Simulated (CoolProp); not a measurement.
Vapour-liquid equilibrium of 1-butene (1) + acetone (2) at 388.2 K; x and y are mole fractions of (1).

The numbers come from the multi-fluid Helmholtz-energy mixture model, Lemmon 2005 and Lemmon 2006; pair parameters Bell 2016 in CoolProp.

```csv
x,bubble pressure (kPa),y at the bubble point,dew pressure at overall composition x (kPa),liquid density (mol/L)
0.05,702.2,0.238,567.2,?
0.2,1130,0.552,670.2,10.76
0.35,1459,?,814.2,10.15
0.5,1711,?,1030,9.540
0.65,1921,0.814,1373,?
0.8,2117,0.879,1875,8.413
0.95,?,0.964,2277,7.956
```

Problem. Fill in the missing entries.

Solution. 
- 0.05, liquid density (mol/L): 11.38
- 0.35, y at the bubble point: 0.679
- 0.5, y at the bubble point: 0.753
- 0.65, liquid density (mol/L): 8.955
- 0.95, bubble pressure (kPa): 2303

No azeotrope shows between x = 0.05 and 0.95.

Pair parameters are fitted to limited data, so mixtures are less certain than the pure fluids.
